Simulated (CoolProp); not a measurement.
Hexamethyldisiloxane (MM) along the isobar 1.63 MPa: fugacity coefficient from the reference equation and from simpler models built on Tc = 518.7 K, pc = 1.931 MPa, ω = 0.418; each cubic takes its own stable root.

Model: reference Helmholtz-energy equation of state, Thol 2016, in CoolProp.

| T (K) | phase | reference |
|---|---|---|
| 294.1 | liquid | 0.003175 |
| 302.2 | liquid | 0.004765 |
| 310.2 | liquid | 0.006930 |
| 318.3 | liquid | 0.009878 |
| 326.4 | liquid | 0.01376 |
| 334.5 | liquid | 0.01878 |
| 342.6 | liquid | 0.02513 |
| 350.6 | liquid | 0.03293 |

### Question
How far does each simpler model (van der Waals, Redlich-Kwong, Soave-Redlich-Kwong) lie from the reference over these 8 states: mean and median of the absolute difference, and the worst?

### Answer
- van der Waals: mean 1278.0 %, median 1089.8 %, worst +2586.9 % at 294.1 K and 1.63 MPa
- Redlich-Kwong: mean 243.7 %, median 231.9 %, worst +372.4 % at 294.1 K and 1.63 MPa
- Soave-Redlich-Kwong: mean 0.6 %, median 0.5 %, worst +1.1 % at 350.6 K and 1.63 MPa
